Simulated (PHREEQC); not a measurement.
Solution (25 °C): 0.0073 mol/kgw NaH2PO4, 0.18 mol/kgw NaOH and 0.13 mol/kgw KCl. Closed to the air; pH follows from the charge balance.

All values are PHREEQC results (ion-association model, phreeqc.dat), not measurements.

Each row changes one thing in this solution. No solid was allowed to form.

```json
[
 {"case": "as made", "pH": "13.04", "ionic strength (mol/kgw)": "0.339", "SI of Sylvite (KCl)": "-3.01", "SI of Halite (NaCl)": "-3.49"},
 {"case": "NaH2PO4 from 0.0073 to 0.073 mol/kgw", "pH": "12.39", "ionic strength (mol/kgw)": "[?]", "SI of Sylvite (KCl)": "-3.07", "SI of Halite (NaCl)": "[?]"},
 {"case": "NaH2PO4 from 0.0073 to 0.00365 mol/kgw", "pH": "13.06", "ionic strength (mol/kgw)": "0.324", "SI of Sylvite (KCl)": "-3.01", "SI of Halite (NaCl)": "-3.50"},
 {"case": "NaH2PO4 from 0.0073 to 0.0365 mol/kgw", "pH": "[?]", "ionic strength (mol/kgw)": "[?]", "SI of Sylvite (KCl)": "-3.04", "SI of Halite (NaCl)": "[?]"},
 {"case": "NaH2PO4 left out", "pH": "13.08", "ionic strength (mol/kgw)": "0.310", "SI of Sylvite (KCl)": "-3.01", "SI of Halite (NaCl)": "-3.50"},
 {"case": "NaH2PO4 replaced by (NH4)2HPO4 at the same molality", "pH": "13.02", "ionic strength (mol/kgw)": "0.331", "SI of Sylvite (KCl)": "-3.01", "SI of Halite (NaCl)": "-3.51"}
]
```

Q: What belongs in the gaps?

A: 
- NaH2PO4 from 0.0073 to 0.073 mol/kgw, ionic strength (mol/kgw): 0.588
- NaH2PO4 from 0.0073 to 0.073 mol/kgw, SI of Halite (NaCl): -3.39
- NaH2PO4 from 0.0073 to 0.0365 mol/kgw, pH: 12.84
- NaH2PO4 from 0.0073 to 0.0365 mol/kgw, ionic strength (mol/kgw): 0.453
- NaH2PO4 from 0.0073 to 0.0365 mol/kgw, SI of Halite (NaCl): -3.45

Complexes and solids missing from the database can't appear.
